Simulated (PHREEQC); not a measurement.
# Copper plating or etch bath

Make-up at 25 °C: 0.0029 mol Cu(BF4)2, 0.037 mol HCl and 0.00024 mol Na2SO4 per kg of water. Closed to the air; pH follows from the charge balance.

All values are PHREEQC results (ion-association model, wateq4f.dat), not measurements.

Each row changes one thing in this solution. This is a speciation only: nothing precipitates in the calculation.

| case | pH | ionic strength (mol/kgw) | HSO4- (mol/kgw) | SO4-2 (mol/kgw) | NaSO4- (mol/kgw) | SI of Halite (NaCl) | SI of Mirabilite (Na2SO4:10H2O) |
|---|---|---|---|---|---|---|---|
| as made | 1.52 | 0.0444 | 0.000144 | 8.45e-5 | 9.65e-8 | -6.50 | -10.09 |
| Na2SO4 from 0.00024 to 0.0012 mol/kgw | 1.52 | 0.0460 | 0.000714 | 0.000429 | 2.42e-6 | -5.80 | -7.99 |
| Cu(BF4)2 left out | 1.50 | 0.0374 | 0.000156 | 8.42e-5 | 1.01e-7 | -6.49 | -10.06 |
| temperature from 25 to 5 °C | 1.51 | 0.0450 | 0.000123 | 0.000104 | 1.06e-7 | -6.45 | [?] |
| HCl from 0.037 to 0.0555 mol/kgw | [?] | 0.0626 | 0.000163 | 6.91e-5 | 7.13e-8 | -6.35 | [?] |
| Na2SO4 from 0.00024 to 0.000264 mol/kgw | 1.52 | 0.0444 | 0.000159 | 9.30e-5 | 1.17e-7 | -6.46 | -9.96 |
| Cu(BF4)2 from 0.0029 to 0.00261 mol/kgw | 1.52 | 0.0436 | 0.000145 | 8.46e-5 | 9.71e-8 | -6.50 | -10.08 |
| diluted 5-fold with water | 2.20 | 0.00878 | 1.47e-5 | 3.16e-5 | 1.03e-8 | -7.82 | -11.67 |

### Question
Some entries are withheld; supply them.

### Answer

- temperature from 25 to 5 °C, SI of Mirabilite (Na2SO4:10H2O): -8.98
- HCl from 0.037 to 0.0555 mol/kgw, pH: 1.34
- HCl from 0.037 to 0.0555 mol/kgw, SI of Mirabilite (Na2SO4:10H2O): -10.24

Constants without temperature data keep their 25 °C values here. Real BF4- forms and hydrolyses slowly; the run takes it at equilibrium.
